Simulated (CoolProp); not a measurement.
The numbers come from the reference Helmholtz-energy equation of state, Lemmon 2006 in CoolProp. It is a short technical equation, of lower accuracy than the large ones.

Task: For n-decane, give the phase and the speed of sound (m/s), Prandtl number, fugacity coefficient at 269.65 °C and 27.3 bar.

Result: 
- 269.65 °C and 27.3 bar: liquid; speed of sound 435, Prandtl number 4.42, fugacity coefficient 0.235

Viscosity comes from a separate model (Huber 2004). Thermal conductivity comes from a separate model (Huber 2005).
